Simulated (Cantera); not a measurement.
An isothermal, constant-pressure homogeneous reactor starts with C2H6 : N2 = 1 : 2.8 (molar parts), at 1875 K and 10.0 Pa. Integrator tolerance rtol = 1e-08.

Computed with Cantera and GRI-Mech 3.0 (53 species, 325 reactions). GRI-Mech 3.0 stops at C3 and has no aromatics, soot or wall deposition, so with more carbon than oxygen in the feed, carbon stays in small species such as C2H2 where larger ones or solid carbon would form. Radical loss at walls, strong at low pressure, is not modelled.

Question: What does this change do: 0.11 parts H2O added?

Answer: 
| quantity | before | after |
|---|---|---|
| x(C2H6) at 100 s | 7.09e-11 (gas-phase equilibrium <1e-12) | 6.85e-9 (gas-phase equilibrium <1e-12) |
| x(H) at 100 s | 0.00795 (gas-phase equilibrium 0.0373) | 0.00463 (gas-phase equilibrium 0.0381) |
| x(C2H) at 100 s | 4.77e-5 (gas-phase equilibrium 0.000143) | 2.45e-5 (gas-phase equilibrium 0.000125) |
| x(CH4) at 100 s | 6.78e-5 (gas-phase equilibrium 1.96e-7) | 0.000848 (gas-phase equilibrium 1.98e-7) |
| x(C2H2) at 100 s | 0.172 (gas-phase equilibrium 0.103) | 0.157 (gas-phase equilibrium 0.0923) |
| x(CH3) at 100 s | 3.18e-5 (gas-phase equilibrium 4.59e-7) | 0.000222 (gas-phase equilibrium 4.53e-7) |
| x(CH2) at 100 s | 8.78e-7 (gas-phase equilibrium 6.38e-8) | 3.38e-6 (gas-phase equilibrium 6.17e-8) |
